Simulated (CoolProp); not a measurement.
Computed with CoolProp (reference Helmholtz-energy equation of state, Lemmon 2006). It is a short technical equation, of lower accuracy than the large ones.

Give the vapour pressure (MPa), liquid density (kg/m³), vapour density (kg/m³), enthalpy of vaporisation (kJ/kg) of saturated isopentane at 260.2, 291.7 K.


| T (K) | p (MPa) | liquid density (kg/m³) | vapour density (kg/m³) | enthalpy of vaporisation (kJ/kg) |
|---|---|---|---|---|
| 260.2 | 0.0191 | 652 | 0.645 | 373 |
| 291.7 | 0.0727 | 621 | 2.24 | 350 |
